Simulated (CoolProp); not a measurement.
A single-stage vapour-compression cycle with the fluid: evaporating at 287.15 K (dew point), condensing at 352.15 K (bubble point), superheat 0 K, subcooling 8 K, compressor efficiency 0.9, no pressure losses. The same conditions are run with several fluids, on thermodynamics alone (safety and materials aside).

Values from CoolProp's reference Helmholtz-energy equation of state of each fluid (isobutene: Lemmon 2005; isobutane: Bücker 2006; R134a: Tillner-Roth 1994; n-hexane: Thol 2019; cis-2-butene: Lemmon 2005; cyclopropane: Polt 1992). The equations of Platzer and Polt are older, rougher fits.

```tsv
fluid	cooling COP	pressure ratio	discharge temperature (K)	refrigerating effect (kJ/kg)	volumetric capacity (kJ/m³)
isobutene	2.98	5.56	352.2	229	[?]
isobutane	2.81	5.25	352.2	[?]	1290
R134a	2.64	5.45	[?]	[?]	2330
n-hexane	[?]	[?]	352.2	239	107
cis-2-butene	3.16	6.16	357.5	[?]	[?]
cyclopropane	3.04	4.66	372.9	281	2950
```

Question: Complete the blanks.

Answer: 
- isobutene, volumetric capacity (kJ/m³): 1250
- isobutane, refrigerating effect (kJ/kg): 194
- R134a, discharge temperature (K): 361.6
- R134a, refrigerating effect (kJ/kg): 101
- n-hexane, cooling COP: 3.13
- n-hexane, pressure ratio: 11.3
- cis-2-butene, refrigerating effect (kJ/kg): 270
- cis-2-butene, volumetric capacity (kJ/m³): 990

The compression ends wet for: isobutene; isobutane; n-hexane.
